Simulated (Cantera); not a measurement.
A closed system holds: 1 mol HI, 0.27 mol O2, held at 1.20e7 Pa.

Equilibrium computed with Cantera from the NASA thermochemical tables; the gas is ideal and each condensed phase is pure. Candidate condensed phases: H2O, I2; 12 gas species. The ideal-gas law is rough above about 30 bar. Equilibrium is a limit: real reactors are often held back by kinetics, nucleation or transport. All values below are at 2275 °C.

Base state: I 0.481, H2O 0.342, I2 0.105, HI 0.0404, O2 0.0240, OH 0.00544, H2 0.00150, O 0.000259 (mole fractions); condensed: gas only.

Question: What changes in the equilibrium state with this change: O2 from 0.27 to 0.19 mol?

Answer: 
| species | before | after |
|---|---|---|
| I | 0.481 | 0.448 |
| H2O | 0.342 | 0.293 |
| HI | 0.0404 | 0.143 |
| O2 | 0.0240 | 8.36e-5 |
| H2 | 0.00150 | 0.0219 |
| I2 | 0.105 | 0.0916 |
| HO2 | 1.95e-5 | 2.59e-7 |
| O | 0.000259 | 1.53e-5 |
| OH | 0.00544 | 0.00122 |
| H | 0.000110 | 0.000417 |
